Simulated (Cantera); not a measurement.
Reactions in the system H-N-Ni-S

Standard-state values (1 bar) from the NASA 1993 polynomials, evaluated with Cantera. Values are per mole of reaction as written; species without (g) are pure solids or liquids, kept so even where they would boil at 1 bar.

H2S(g) + NiS ⇌ 2 H(g) + NiS2

```
T (K)  ΔH° (kJ)  ΔS° (J/K)  ΔG° (kJ)  log10 K
-----  --------  ---------  --------  -------
2200      466.1       96.3     254.2    -6.04
2225      466.1       96.3     251.8    -5.91
2250      466.1       96.3     249.4    -5.79
2275      466.1       96.3     247.0    -5.67
2300      466.1       96.3     244.6    -5.55
2325      466.1       96.3     242.2    -5.44
```

3 NiS + 2 NH3(g) ⇌ 3 Ni + 3 H2S(g) + N2(g)

| T (K) | ΔH° (kJ) | ΔS° (J/K) | ΔG° (kJ) | log10 K |
|---|---|---|---|---|
| 2200 | 156.7 | 223.1 | -334.1 | 7.93 |
| 2225 | 155.2 | 222.4 | -339.6 | 7.97 |
| 2250 | 153.8 | 221.8 | -345.2 | 8.01 |
| 2275 | 152.3 | 221.1 | -350.7 | 8.05 |
| 2300 | 150.8 | 220.5 | -356.2 | 8.09 |
| 2325 | 149.4 | 219.8 | -361.7 | 8.13 |
